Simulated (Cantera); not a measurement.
**Ignition delay**

Mixture: 18.4 % CH₄, 0.755 % CO, 21.9 % O₂, 58.9 % N₂, at 750 Torr, adiabatic and at constant pressure. Ignition delay is the time to a rise of 400 K.

Model: GRI-Mech 3.0 (53 species, 325 reactions), integrated in Cantera.

```tsv
T0 (K)	delay (ms)
1148	107
1198	50.5
1248	24.8
1298	12.6
1348	6.64
1398	3.61
1448	2.03
1498	1.18
1548	0.713
```

The apparent activation energy between 1448 and 1548 K is 190 kJ/mol.
